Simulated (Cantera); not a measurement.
Input (Python, Cantera):

```python
import numpy as np
import cantera as ct

gas = ct.Solution("gri30.yaml")
gas.TPX = 498, 53000, {'CH4': 1, 'C2H6': 0.055, 'C3H8': 0.31, 'O2': 2.88, 'N2': 10.8}
flame = ct.FreeFlame(gas, width=0.062)
flame.set_refine_criteria(ratio=3, slope=0.08, curve=0.16)
flame.transport_model = "unity-Lewis-number"
flame.solve(loglevel=0, auto=True)
z, T = flame.grid, flame.T
thick = (T[-1] - T[0]) / np.gradient(T, z).max()
show = ['CH4', 'C2H6', 'C3H8', 'HCO', 'NO2', 'CO']
print(f"laminar burning velocity  {flame.velocity[0] * 100:.3f} cm/s")
print(f"burnt temperature         {T[-1]:.1f} K")
print(f"thermal thickness         {thick * 1e3:.4f} mm")
print(f"grid points               {len(z)}")
z0 = z[flame.heat_release_rate.argmax()]
print(f"{'z/mm':>9s}{'T/K':>9s}{'u/(m/s)':>9s}" + "".join(f"{s:>11s}" for s in show))
rows = []
for k in (-3, -2, -1.5, -1, -0.5, -0.25, 0, 0.25, 0.5, 1, 2, 4, 8):
    zz = z0 + k * thick
    rows.append([k * thick, np.interp(zz, z, T), np.interp(zz, z, flame.velocity),
                 *(np.interp(zz, z, flame.X[gas.species_index(s)]) for s in show)])
    print(f"{rows[-1][0] * 1e3:9.3f}{rows[-1][1]:9.1f}{rows[-1][2]:9.3f}" + "".join(f"{x:11.3e}" for x in rows[-1][3:]))
```

It prints:

```
laminar burning velocity  59.540 cm/s
burnt temperature         2208.6 K
thermal thickness         0.7917 mm
grid points               143
     z/mm      T/K  u/(m/s)        CH4       C2H6       C3H8        HCO        NO2         CO
   -2.375    498.3    0.596  6.645e-02  3.655e-03  2.060e-02  8.623e-18  1.978e-09  1.642e-05
   -1.583    502.3    0.601  6.628e-02  3.651e-03  2.053e-02  1.122e-14  2.658e-08  2.249e-04
   -1.188    519.3    0.622  6.555e-02  3.634e-03  2.023e-02  8.900e-13  1.228e-07  1.105e-03
   -0.792    629.6    0.759  6.070e-02  3.520e-03  1.823e-02  2.382e-10  5.465e-07  6.928e-03
   -0.396   1093.9    1.360  3.904e-02  2.849e-03  9.428e-03  2.278e-07  5.961e-07  3.301e-02
   -0.198   1496.3    1.916  1.940e-02  1.360e-03  2.439e-03  1.332e-05  1.316e-07  5.660e-02
    0.000   1860.4    2.437  3.238e-03  5.144e-05  2.754e-05  4.960e-05  5.047e-09  7.588e-02
    0.198   1987.1    2.613  1.316e-04  7.633e-08  5.007e-09  8.575e-06  1.504e-09  7.601e-02
    0.396   2014.2    2.647  3.548e-06  5.835e-11  2.930e-13  5.268e-07  1.667e-09  7.173e-02
    0.792   2041.6    2.677  6.836e-09  5.592e-16  7.958e-20  1.191e-07  1.746e-09  6.860e-02
    1.583   2077.6    2.717  1.828e-12  6.792e-21  2.095e-27  9.670e-08  1.795e-09  6.794e-02
    3.167   2120.3    2.763  1.034e-14  3.994e-26  7.511e-39  7.192e-08  1.864e-09  6.790e-02
    6.333   2160.9    2.807  1.274e-14  7.551e-28  2.980e-40  4.848e-08  1.944e-09  6.789e-02
```

Computed with Cantera and GRI-Mech 3.0 (53 species, 325 reactions). GRI-Mech 3.0 was tuned for natural gas; its chemistry of propane as a main component is partial and can be far from experiment. Unity Lewis numbers drop preferential diffusion, which matters most where H2 and H carry the flame. Burning velocities carry a grid error of a few per cent, more on coarse grids.
